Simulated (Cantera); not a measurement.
# Low-pressure radical oxidation in H2/O2

An isothermal, constant-pressure homogeneous reactor starts with 1.48 % H2, 98.5 % O2, at 1273 K and 220 Pa.

Detailed kinetics in Cantera: the H2/O2 subset of GRI-Mech 3.0, which has no nitrogen chemistry. Radical loss at walls, strong at low pressure, is not modelled.

| t (s) | x H2 | x O2 | x H2O | x H2O2 | x OH | x O | x HO2 |
|---|---|---|---|---|---|---|---|
| 0.000500 | 0.0148 | 0.985 | 4.22e-10 | <1e-12 | 2.59e-9 | 2.76e-9 | 4.05e-9 |
| 0.00120 | 0.0148 | 0.985 | 3.69e-9 | 2.07e-12 | 9.05e-9 | 1.04e-8 | 9.69e-9 |
| 0.00286 | 0.0148 | 0.985 | 3.35e-8 | 1.16e-11 | 3.80e-8 | 4.80e-8 | 2.32e-8 |
| 0.00684 | 0.0148 | 0.985 | 5.65e-7 | 6.37e-11 | 4.05e-7 | 5.39e-7 | 5.54e-8 |
| 0.0164 | 0.0146 | 0.985 | 0.000109 | 3.35e-10 | 7.04e-5 | 9.50e-5 | 1.42e-7 |
| 0.0391 | 0.000265 | 0.972 | 0.0131 | 6.24e-9 | 0.00182 | 0.0121 | 1.90e-7 |
| 0.0935 | 8.75e-5 | 0.972 | 0.0136 | 4.00e-9 | 0.00142 | 0.0126 | 1.60e-7 |
| 0.224 | 8.58e-5 | 0.972 | 0.0136 | 3.99e-9 | 0.00141 | 0.0123 | 1.59e-7 |
| 0.535 | 8.18e-5 | 0.972 | 0.0137 | 3.97e-9 | 0.00138 | 0.0117 | 1.56e-7 |
| 1.28 | 7.34e-5 | 0.974 | 0.0138 | 3.91e-9 | 0.00130 | 0.0105 | 1.48e-7 |
| 3.06 | 5.75e-5 | 0.976 | 0.0140 | 3.76e-9 | 0.00116 | 0.00809 | 1.33e-7 |
| 7.31 | 3.50e-5 | 0.980 | 0.0143 | 3.38e-9 | 0.000903 | 0.00484 | 1.04e-7 |
| 17.5 | 1.47e-5 | 0.983 | 0.0145 | 2.61e-9 | 0.000587 | 0.00201 | 6.58e-8 |
| 41.8 | 4.35e-6 | 0.984 | 0.0147 | 1.56e-9 | 0.000319 | 0.000587 | 3.15e-8 |
| 100 | 1.05e-6 | 0.985 | 0.0148 | 7.01e-10 | 0.000157 | 0.000141 | 1.23e-8 |
x: mole fraction; the columns are a selection and need not sum to one.

Equilibrium at this temperature and pressure: H2 1.71e-8, O2 0.985, H2O 0.0149, H2O2 3.08e-11, OH 2.01e-5, O 2.29e-6, HO2 7.68e-9 (gas phase only).
